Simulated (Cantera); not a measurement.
**Boron, boron nitride and boron oxide: BF3 + H2**

Input: 1 mol BF3, 190 mol H2, equilibrated at 19.0 mbar.

These are equilibrium values from Cantera (NASA tables, ideal gas, pure condensed phases), not measurements of a reactor. Candidate condensed phases: B; 20 gas species. The tables' values for BF2, BH2 are old estimates; treat these amounts as uncertain. Kinetics and transport are ignored.

```tsv
T (°C)	x H2	x H	x HF	x BF	x BF2	x BF3	x BHF2
1577	0.983	0.00387	0.00801	0.00323	0.00124	0.000455	0.000269
1627	0.980	0.00570	0.00861	0.00366	0.00108	0.000271	0.000182
1677	0.978	0.00822	0.00906	0.00400	0.000902	0.000155	0.000121
1727	0.974	0.0116	0.00939	0.00426	0.000737	8.76e-5	7.88e-5
1777	0.969	0.0162	0.00961	0.00446	0.000593	4.91e-5	5.12e-5
1827	0.963	0.0222	0.00976	0.00460	0.000474	2.76e-5	3.34e-5
1877	0.955	0.0299	0.00985	0.00470	0.000378	1.57e-5	2.19e-5
1927	0.945	0.0397	0.00990	0.00476	0.000301	9.06e-6	1.45e-5
1977	0.933	0.0520	0.00991	0.00479	0.000241	5.31e-6	9.68e-6
2027	0.918	0.0673	0.00989	0.00480	0.000194	3.16e-6	6.53e-6
2077	0.899	0.0858	0.00983	0.00479	0.000156	1.91e-6	4.45e-6
```
x: gas mole fraction; nothing condenses.

From 1577 °C to 2077 °C nothing is condensed. The main B-bearing gas is BF throughout.
